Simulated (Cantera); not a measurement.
What does this Cantera script print?

```python
import numpy as np
import cantera as ct

gas_names = """
    CL CL2 H HCL H2 Si SiCL SiCL2 SiCL3 SiCL4 SiH SiHCL3 SiH2 SiH2CL2 SiH3 SiH3CL SiH4 Si2 Si3
""".split()
cond_names = """
    Si(cr) Si(L)
""".split()


# ... load() reads the species with a 1 bar reference pressure and builds the phases ...
atoms = {
    'SiCl4': {'Si': 1, 'CL': 4},
    'H2': {'H': 2},
}
top_T = {}  # K; cautious upper limits of use, not melting points


# ... equilibrate(T, P, feed) seeds the gas with the atoms and calls Mixture.equilibrate('TP', solver="vcs", rtol=1e-11, max_steps=5000) ...
results = []
feed = {'SiCl4': 1, 'H2': 2}  # mol
P = 300  # Pa
for T in [1998, 2048, 2098, 2148, 2198, 2248, 2298, 2348]:
    mix = equilibrate(T, P, feed)
    results.append((T, P, feed, dict(zip(mix.species_names, mix.species_moles))))

top = {s: max(r[3][s] / sum(r[3][g] for g in gas_names) for r in results) for s in gas_names}
cols = sorted((s for s in top if top[s] > 0.001), key=lambda s: -top[s])[:8]
seen = [c for c in cond_names if any(r[3].get(c, 0) > 1e-12 for r in results)]
print("log10 of partial pressures in bar; condensed amounts in mol")
print(f"{'T/K':>10s}" + "".join(f"{s[:9]:>10s}" for s in cols + seen))
for T, P, feed, n in results:
    ng = sum(n[g] for g in gas_names)
    print(f"{T:10.4g}" + "".join(f"{np.log10(max(n[s] / ng * P / 1e5, 1e-99)):10.3f}" for s in cols)
          + "".join(f"{n.get(c, 0):10.4g}" for c in seen))
```

It prints:

```
log10 of partial pressures in bar; condensed amounts in mol
       T/K       HCL        H2     SiCL2        CL         H        Si      SiCL     SiCL3
      1998    -2.849    -3.130    -3.146    -4.206    -4.360    -5.330    -5.137    -5.065
      2048    -2.856    -3.136    -3.154    -4.068    -4.218    -5.055    -4.968    -5.151
      2098    -2.864    -3.145    -3.166    -3.937    -4.084    -4.798    -4.812    -5.239
      2148    -2.875    -3.159    -3.185    -3.811    -3.959    -4.560    -4.671    -5.329
      2198    -2.887    -3.178    -3.212    -3.690    -3.843    -4.344    -4.546    -5.423
      2248    -2.902    -3.204    -3.251    -3.574    -3.736    -4.152    -4.441    -5.525
      2298    -2.921    -3.238    -3.305    -3.463    -3.638    -3.985    -4.357    -5.639
      2348    -2.945    -3.280    -3.377    -3.358    -3.548    -3.842    -4.295    -5.770
```

These are equilibrium values from Cantera (NASA tables, ideal gas, pure condensed phases), not measurements of a reactor. The tables' values for SiCl, SiCl3 are old estimates; treat these amounts as uncertain. Gases not in the tables: Si2H6 and higher silanes.
